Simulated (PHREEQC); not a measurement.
A PHREEQC speciation (ion-association model, phreeqc.dat) at 25 °C gives pH 2.84 and these molalities:

```csv
species,mol/kgw
HF,0.00181
H+,0.00150
F-,0.000884
SiF6-2,0.000279
H4SiO4,0.000101
H2PO4-,4.83e-5
H3PO4,9.72e-6
HF2-,6.14e-6
```

**Question.** What are the element totals, and what could have been dissolved in 1 kg of water to give them?

**Answer.** This is not unique; one that fits is totals F 0.00438, P 5.80e-5, Si 0.000380 mol/kgw, from 0.0021 mol HF, 0.00038 mol H2SiF6 and 5.8e-05 mol H3PO4 per kg of water.

No solid was allowed to form. SiF6-2 is the database's only silicon fluoride.
